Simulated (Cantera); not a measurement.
Gas activation for diamond growth

A perfectly stirred reactor is fed with CH4 : H2 : N2 : H2O = 0.0056 : 1 : 0.0029 : 0.041 (molar parts), at 1800 Pa; it is held at 2700 K, and followed from long to short residence time.

Model: GRI-Mech 3.0 (53 species, 325 reactions), integrated in Cantera. Radical loss at walls, strong at low pressure, is not modelled.

```
τ (s)      x CH4   x H2     x C2H    x CH2    x HCN     x H
------  --------  -----  --------  -------  -------  ------
1.3      1.14e-8  0.659    <1e-12  1.63e-8  4.54e-9   0.306
0.63     3.27e-8  0.688  3.71e-12  4.77e-8  1.04e-8   0.277
0.30     1.39e-7  0.736  4.16e-11  1.86e-7  2.91e-8   0.227
0.14     1.20e-6  0.803   1.02e-9  9.97e-7  1.39e-7   0.159
0.066    1.60e-5  0.865   3.35e-8  5.15e-6  8.05e-7  0.0957
0.031   0.000118  0.897   4.42e-7  1.58e-5  1.79e-6  0.0622
0.015   0.000366  0.910   1.64e-6  2.92e-5  1.56e-6  0.0483
0.0068  0.000855  0.918   2.90e-6  4.29e-5  8.38e-7  0.0386
```
x: mole fraction; the columns are a selection and need not sum to one.
